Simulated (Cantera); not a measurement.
A Cantera script and its output.

```python
import numpy as np
import cantera as ct

gas = ct.Solution("h2o2.yaml")
gas.TPX = 500, 100000, {'H2': 1, 'O2': 0.746, 'N2': 3.66, 'H2O': 1.1}
flame = ct.FreeFlame(gas, width=0.04)
flame.set_refine_criteria(ratio=3, slope=0.08, curve=0.16)
flame.transport_model = "mixture-averaged"
flame.solve(loglevel=0, auto=True)
flame.transport_model = "multicomponent"
flame.soret_enabled = True
flame.solve(loglevel=0, refine_grid=True)
z, T = flame.grid, flame.T
thick = (T[-1] - T[0]) / np.gradient(T, z).max()
show = ['H2', 'O2', 'H2O', 'O', 'H2O2', 'HO2']
print(f"laminar burning velocity  {flame.velocity[0] * 100:.3f} cm/s")
print(f"burnt temperature         {T[-1]:.1f} K")
print(f"thermal thickness         {thick * 1e3:.4f} mm")
print(f"grid points               {len(z)}")
z0 = z[flame.heat_release_rate.argmax()]
print(f"{'z/mm':>9s}{'T/K':>9s}{'u/(m/s)':>9s}" + "".join(f"{s:>11s}" for s in show))
rows = []
for k in (-3, -2, -1.5, -1, -0.5, -0.25, 0, 0.25, 0.5, 1, 2, 4, 8):
    zz = z0 + k * thick
    rows.append([k * thick, np.interp(zz, z, T), np.interp(zz, z, flame.velocity),
                 *(np.interp(zz, z, flame.X[gas.species_index(s)]) for s in show)])
    print(f"{rows[-1][0] * 1e3:9.3f}{rows[-1][1]:9.1f}{rows[-1][2]:9.3f}" + "".join(f"{x:11.3e}" for x in rows[-1][3:]))
```

Result:

```
laminar burning velocity  61.645 cm/s
burnt temperature         1571.1 K
thermal thickness         0.5911 mm
grid points               100
     z/mm      T/K  u/(m/s)         H2         O2        H2O          O       H2O2        HO2
   -1.773    500.3    0.614  1.495e-01  1.152e-01  1.700e-01  1.382e-12  5.531e-08  7.644e-08
   -1.182    502.4    0.611  1.407e-01  1.164e-01  1.719e-01  7.768e-11  5.550e-07  7.690e-07
   -0.887    507.1    0.610  1.303e-01  1.177e-01  1.743e-01  6.754e-10  2.045e-06  2.890e-06
   -0.591    533.5    0.628  1.085e-01  1.197e-01  1.808e-01  1.708e-08  1.304e-05  2.095e-05
   -0.296    716.3    0.819  7.043e-02  1.133e-01  2.082e-01  5.449e-06  7.225e-05  2.419e-04
   -0.148    957.2    1.088  4.757e-02  9.702e-02  2.437e-01  1.308e-04  5.196e-05  2.156e-04
    0.000   1202.1    1.365  2.571e-02  7.486e-02  2.853e-01  7.185e-04  1.156e-05  1.118e-04
    0.148   1359.0    1.545  1.198e-02  5.884e-02  3.130e-01  1.169e-03  4.696e-06  6.538e-05
    0.296   1442.6    1.640  6.265e-03  5.175e-02  3.256e-01  1.102e-03  3.129e-06  4.471e-05
    0.591   1514.0    1.719  2.714e-03  4.767e-02  3.345e-01  6.417e-04  1.662e-06  2.559e-05
    1.182   1552.3    1.761  9.232e-04  4.627e-02  3.391e-01  2.200e-04  7.447e-07  1.057e-05
    2.365   1565.7    1.775  2.300e-04  4.600e-02  3.408e-01  5.576e-05  2.870e-07  3.020e-06
    4.729   1569.4    1.779  5.633e-05  4.601e-02  3.414e-01  1.489e-05  1.059e-07  8.209e-07
```

Cantera simulation using the H2/O2 subset of GRI-Mech 3.0, which has no nitrogen chemistry; the numbers are that mechanism's predictions, not measurements. Burning velocities carry a grid error of a few per cent, more on coarse grids. Lean hydrogen flames are cellular in practice and burn faster than this planar one.
